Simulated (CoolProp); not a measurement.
Saturation properties of ethanol.

Computed with CoolProp (reference Helmholtz-energy equation of state, Schroeder 2014).

```csv
T (°C),p (MPa),liquid cp (kJ/(kg K)),vapour Z,surface tension (mN/m),liquid viscosity (µPa s)
120.35,0.4319,3.429,0.9165,12.6,248
128.45,0.5485,3.538,0.9028,11.8,223
136.45,0.6869,3.647,0.8878,11.0,202
144.55,0.8537,3.758,0.8712,10.1,182
152.65,1.050,3.869,0.8530,9.33,165
160.75,1.280,3.978,0.8332,8.51,149
168.85,1.547,4.087,0.8116,7.69,134
176.85,1.850,4.200,0.7883,6.87,122
```

It boils at 78.4 °C under 1 atm.

Viscosity comes from a separate model (Kiselev 2005). Surface tension comes from a separate correlation (Mulero 2012).
